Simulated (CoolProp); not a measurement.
The numbers come from the reference Helmholtz-energy equation of state, Thol 2019 in CoolProp.

For decamethylcyclopentasiloxane (D5), give the phase and the density (kg/m³), cv (kJ/(kg K)), Joule-Thomson coefficient (K/MPa) at 620 K and 0.898 MPa; 620 K and 7.18 MPa.


- 620 K and 0.898 MPa: gas; density 109, cv 1.97, Joule-Thomson coefficient 22.2
- 620 K and 7.18 MPa: supercritical; density 633, cv 1.98, Joule-Thomson coefficient 0.0866
